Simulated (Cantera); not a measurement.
A closed system holds: 1 mol Ni, 0.48 mol H2S, a varied amount of N2, held at 1673 K and 3.00 mbar.

Method: chemical equilibrium by Gibbs-energy minimisation in Cantera with the NASA 1993 tables (ideal gas, pure condensed phases). Candidate condensed phases: Ni, NiS, NiS2, Ni3S2, Ni3S4, S; 17 gas species. Rates play no part.

Question: At 85 mol N2, list the 4 most abundant gas species with their mole fractions, and the condensed phases.

Answer: N2 0.991, H2 0.00544, S2 0.00256, Ni 0.000556. Condensed: Ni(s).
